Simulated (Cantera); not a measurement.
Feed: 1 mol Si, 0.21 mol H2O, 18 mol N2, 0.099 mol CO2, equilibrated at 1273 K and 0.00630 bar.

These are equilibrium values from Cantera (NASA tables, ideal gas, pure condensed phases), not measurements of a reactor. Candidate condensed phases: C, C6H6, C7H8, C8H18, H2O, Si, SiC, SiO2, Si2N2O, Si3N4; 151 gas species. N2 is the only nitrogen source here; it is nearly inert below about 1500 K, so the nitride shown seldom forms there in practice. Mutual solubility and eutectic melting of coexisting phases are not modelled. Rates play no part.

Base state: N2 0.988, H2 0.0119, CO 2.39e-5, HCN 1.73e-5 (mole fractions); condensed: C(graphite) + Si2N2O(s) + Si3N4(s).

What changes in the equilibrium state with this change: pressure from 0.00630 bar to 3.00e-5 bar?


| species | before | after |
|---|---|---|
| N2 | 0.988 | 0.988 |
| H2 | 0.0119 | 0.0118 |
| CO | 2.39e-5 | 5.37e-5 |
| HCN | 1.73e-5 | 1.10e-6 |
| H | 9.79e-7 | 1.42e-5 |
| C(graphite), mol | 0.0983 | 0 |
| Si2N2O(s), mol | 0.408 | 0.407 |
| Si3N4(s), mol | 0.0616 | 0.0293 |
| SiC(s), mol | 0 | 0.0980 |
